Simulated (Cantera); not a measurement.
An adiabatic, constant-volume homogeneous reactor starts with 5.00 % CH4, 6.00 % CO, 24.0 % O2, 65.0 % N2, at 1348 K and 4.93 atm.

Computed with Cantera and GRI-Mech 3.0 (53 species, 325 reactions).

Question: Predict: time of steepest temperature rise; temperature at 3.00 s; equilibrium temperature; x(CO) at 3.00 s; x(O2) at 3.00 s; x(O) at 3.00 s.

Answer: 
| Quantity | Result |
|---|---|
| time of steepest temperature rise | 0.930 ms |
| temperature at 3.00 s | 2816 K |
| equilibrium temperature | 2816 K |
| x(CO) at 3.00 s | 0.0153 (gas-phase equilibrium 0.0153) |
| x(O2) at 3.00 s | 0.102 (gas-phase equilibrium 0.102) |
| x(O) at 3.00 s | 0.00579 (gas-phase equilibrium 0.00579) |
